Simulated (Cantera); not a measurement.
**Premixed flame**

A freely propagating, adiabatic, planar premixed flame of H2 : O2 : N2 = 1 : 0.312 : 1.17 (molar parts), equivalence ratio 1.6, unburnt at 550 K and 760 Torr; multicomponent+Soret transport, grid criteria slope 0.08 and curve 0.16, no radiation.

Model: the H2/O2 subset of GRI-Mech 3.0, which has no nitrogen chemistry, integrated in Cantera. Burning velocities carry a grid error of a few per cent, more on coarse grids.

```csv
z (mm),T (K),u (m/s),x H2,x O2,x O,x H,x H2O,x H2O2
-1.26,550,7.35,0.403,0.126,<1e-8,<1e-8,<1e-8,<1e-8
-0.839,550,7.35,0.403,0.126,<1e-8,<1e-8,<1e-8,<1e-8
-0.629,550,7.35,0.403,0.126,<1e-8,<1e-8,<1e-8,<1e-8
-0.419,550,7.35,0.403,0.126,<1e-8,2.18e-8,1.27e-7,<1e-8
-0.210,569,7.50,0.393,0.127,9.46e-6,0.000181,0.000792,4.61e-6
-0.105,802,10.3,0.354,0.122,0.000336,0.00795,0.0213,1.61e-5
0,1242,15.5,0.248,0.0780,0.00432,0.0500,0.112,3.06e-6
0.105,1539,19.1,0.154,0.0213,0.00612,0.0860,0.218,1.72e-6
0.210,1670,20.6,0.135,0.00667,0.00494,0.0878,0.247,1.11e-6
0.419,1802,22.1,0.138,0.00335,0.00399,0.0758,0.255,6.51e-7
0.839,1940,23.5,0.145,0.00230,0.00293,0.0598,0.260,3.48e-7
1.68,2074,24.9,0.152,0.00140,0.00184,0.0442,0.267,1.83e-7
3.36,2189,26.1,0.158,0.000733,0.000987,0.0306,0.273,9.96e-8
```
x: mole fraction of selected species; z is measured from the peak of heat release.

```json
{
 "laminar_burning_velocity": "735 cm/s",
 "thermal_thickness": "0.419 mm",
 "peak x(O)": "0.00634",
 "peak x(H)": "0.0893",
 "peak x(H2O2)": "1.76e-5",
 "grid_points": "140"
}
```
